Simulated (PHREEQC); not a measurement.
Dissolve 0.0071 mol/kgw HF, 0.0086 mol/kgw NaF and 0.0018 mol/kgw H3PO4 at 25 °C. Closed to the air; pH follows from the charge balance.

Computed with PHREEQC (ion-association model, wateq4f.dat).

Each row changes one thing in this solution. No solid was allowed to form.

```
case                                   pH  ionic strength (mol/kgw)  F- (mol/kgw)  HF (mol/kgw)  H2PO4- (mol/kgw)  HF2- (mol/kgw)
-----------------------------------  ----  ------------------------  ------------  ------------  ----------------  --------------
as made                              3.13                   0.00937       0.00751       0.00744           0.00164        0.000215
diluted 2-fold with water            3.20                   0.00497       0.00408       0.00358          0.000828         5.61e-5
temperature from 25 to 75 °C         3.49                   0.00893       0.00700       0.00813           0.00168        0.000247
H3PO4 from 0.0018 to 0.009 mol/kgw   2.67                    0.0109       0.00379        0.0109           0.00700        0.000160
HF left out                          3.79                   0.00875       0.00695       0.00153           0.00176         4.09e-5
diluted 100-fold with water          4.14                  0.000160      0.000142       1.52e-5           1.78e-5         8.27e-9
NaF from 0.0086 to 0.00086 mol/kgw   2.65                   0.00325       0.00184       0.00586           0.00137         4.14e-5
H3PO4 from 0.0018 to 0.0009 mol/kgw  3.21                   0.00924       0.00819       0.00681          0.000832        0.000214
```

H3PO4, which wateq4f.dat lacks, is added to it with the constant of phreeqc.dat. At this temperature some constants are extrapolated from 25 °C, and those without enthalpy data are left unchanged.
